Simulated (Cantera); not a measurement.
Low-pressure radical oxidation in H2/O2

An isothermal, constant-pressure homogeneous reactor starts with 5.58 % H2, 94.4 % O2, at 900 K and 0.0133 bar.

Cantera simulation using the H2/O2 subset of GRI-Mech 3.0, which has no nitrogen chemistry; the numbers are that mechanism's predictions, not measurements. Radical loss at walls, strong at low pressure, is not modelled. Below about 950 K walls govern HO2 and H2O2 in real vessels. The temperature is held fixed by assumption; the heat of reaction is taken as removed at once.

```
t (s)         x H2   x O2     x HO2      x OH   x H2O2     x H2O       x O
--------  --------  -----  --------  --------  -------  --------  --------
3.00e-6     0.0558  0.944    <1e-12    <1e-12   <1e-12    <1e-12    <1e-12
1.23e-5     0.0558  0.944    <1e-12    <1e-12   <1e-12    <1e-12    <1e-12
5.06e-5     0.0558  0.944  1.24e-12    <1e-12   <1e-12    <1e-12    <1e-12
0.000208    0.0558  0.944  5.13e-12    <1e-12   <1e-12    <1e-12  1.44e-12
0.000855    0.0558  0.944  2.20e-11  9.33e-12   <1e-12  2.68e-11  2.23e-11
0.00351     0.0558  0.944  3.11e-10   1.21e-9   <1e-12   6.27e-9   3.33e-9
0.0144      0.0186  0.928   1.04e-5   0.00204  2.83e-7    0.0300   0.00858
0.0593    0.000234  0.942   4.71e-6  0.000199  1.13e-7    0.0570  0.000729
0.243      2.02e-5  0.943   9.12e-7   4.14e-5  5.18e-8    0.0574   4.59e-5
1.00       1.69e-6  0.943   1.32e-7   1.23e-5  1.93e-8    0.0574   3.81e-6
```
x: mole fraction; the columns are a selection and need not sum to one.

Equilibrium at this temperature and pressure: H2 1.65e-12, O2 0.943, HO2 1.25e-10, OH 4.27e-8, H2O2 4.38e-12, H2O 0.0574, O 4.56e-11 (gas phase only).
